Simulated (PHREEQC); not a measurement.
Solution A (12 mmol/kgw HF, 0.041 mmol/kgw (CH3)4NF and 0.049 mmol/kgw H2SO4) is mixed with solution B (0.14 mol/kgw H2SO4 and 9.9e-05 mol/kgw NaCl) at 25 °C; shares are by mass of water, 1 kg in all. Oxygen is held at 0.21 atm. CO2 from the air is kept out. Nothing may precipitate in this run.

All values are PHREEQC results (ion-association model, wateq4f.dat), not measurements.

```json
[
 {"share of solution B": "0", "pH": "2.60", "HSO4- (mol/kgw)": "8.38e-6", "HF (mol/kgw)": "0.00894", "F- (mol/kgw)": "0.00251", "SO4-2 (mol/kgw)": "4.06e-5"},
 {"share of solution B": "0.1", "pH": "1.73", "HSO4- (mol/kgw)": "0.00746", "HF (mol/kgw)": "0.00987", "F- (mol/kgw)": "0.000423", "SO4-2 (mol/kgw)": "0.00658"},
 {"share of solution B": "0.2", "pH": "1.49", "HSO4- (mol/kgw)": "0.0180", "HF (mol/kgw)": "0.00897", "F- (mol/kgw)": "0.000227", "SO4-2 (mol/kgw)": "0.0100"},
 {"share of solution B": "0.3", "pH": "1.34", "HSO4- (mol/kgw)": "0.0295", "HF (mol/kgw)": "0.00794", "F- (mol/kgw)": "0.000148", "SO4-2 (mol/kgw)": "0.0125"},
 {"share of solution B": "0.4", "pH": "1.23", "HSO4- (mol/kgw)": "0.0415", "HF (mol/kgw)": "0.00687", "F- (mol/kgw)": "0.000103", "SO4-2 (mol/kgw)": "0.0145"},
 {"share of solution B": "0.5", "pH": "1.15", "HSO4- (mol/kgw)": "0.0537", "HF (mol/kgw)": "0.00577", "F- (mol/kgw)": "7.28e-5", "SO4-2 (mol/kgw)": "0.0163"},
 {"share of solution B": "0.6", "pH": "1.08", "HSO4- (mol/kgw)": "0.0662", "HF (mol/kgw)": "0.00465", "F- (mol/kgw)": "5.11e-5", "SO4-2 (mol/kgw)": "0.0178"},
 {"share of solution B": "0.7", "pH": "1.02", "HSO4- (mol/kgw)": "0.0788", "HF (mol/kgw)": "0.00351", "F- (mol/kgw)": "3.44e-5", "SO4-2 (mol/kgw)": "0.0192"},
 {"share of solution B": "0.8", "pH": "0.97", "HSO4- (mol/kgw)": "0.0916", "HF (mol/kgw)": "0.00236", "F- (mol/kgw)": "2.09e-5", "SO4-2 (mol/kgw)": "0.0204"},
 {"share of solution B": "0.9", "pH": "0.93", "HSO4- (mol/kgw)": "0.104", "HF (mol/kgw)": "0.00119", "F- (mol/kgw)": "9.62e-6", "SO4-2 (mol/kgw)": "0.0216"},
 {"share of solution B": "1", "pH": "0.89", "HSO4- (mol/kgw)": "0.117", "HF (mol/kgw)": "0", "F- (mol/kgw)": "0", "SO4-2 (mol/kgw)": "0.0226"}
]
```

Species that the database lacks are ignored. (CH3)4N+ isn't in the database: it is added as a free cation with an ion size of 4 Å.
